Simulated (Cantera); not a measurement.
A closed system holds: 1 mol MgO, 0.59 mol Cl2, 4.2 mol H2, equilibrated at 0.110 bar.

Cantera equilibrium calculation (NASA polynomials, part measured and part estimated; ideal gas, pure solids and liquids). Candidate condensed phases: H2O, Mg, MgCl2, MgO, Mg(OH)2; 22 gas species. Condensed phases not in the tables: MgOHCl. Rates play no part.

Problem. What share of the Mg ends up in condensed phases as a function of T (K), at 900, 975, 1050, 1125, 1200, 1275, 1350, 1425, 1500, 1575, 1650?

Solution. 
```csv
T (K),Mg condensed (%),as
900,100.0,MgCl2(s) + MgO(s)
975,99.6,MgO(s)
1050,99.2,MgO(s)
1125,98.7,MgO(s)
1200,97.9,MgO(s)
1275,96.9,MgO(s)
1350,95.6,MgO(s)
1425,94.1,MgO(s)
1500,92.3,MgO(s)
1575,90.4,MgO(s)
1650,88.3,MgO(s)
```
